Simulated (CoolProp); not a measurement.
Carbonyl sulfide along the isobar 704 kPa: density (kg/m³) from the reference equation and from simpler models built on Tc = 378.8 K, pc = 6369 kPa, ω = 0.098; each cubic takes its own stable root.

Values from CoolProp's reference Helmholtz-energy equation of state, Lemmon 2006. It is a short technical equation, of lower accuracy than the large ones.

```csv
T (K),phase,reference
356.9,gas,14.94
368,gas,14.42
379.2,gas,13.94
390.4,gas,13.49
401.6,gas,13.08
412.8,gas,12.69
423.9,gas,12.33
435.1,gas,11.98
446.3,gas,11.66
457.5,gas,11.35
468.7,gas,11.06
```

Problem. How far does each simpler model (ideal gas, van der Waals, Soave-Redlich-Kwong) lie from the reference over these 11 states: mean and median of the absolute difference, and the worst?

Solution. 
- ideal gas: mean 3.0 %, median 2.9 %, worst -4.6 % at 356.9 K and 704 kPa
- van der Waals: mean 0.2 %, median 0.2 %, worst -0.7 % at 356.9 K and 704 kPa
- Soave-Redlich-Kwong: mean 0.0 %, median 0.0 %, worst +0.1 % at 379.2 K and 704 kPa
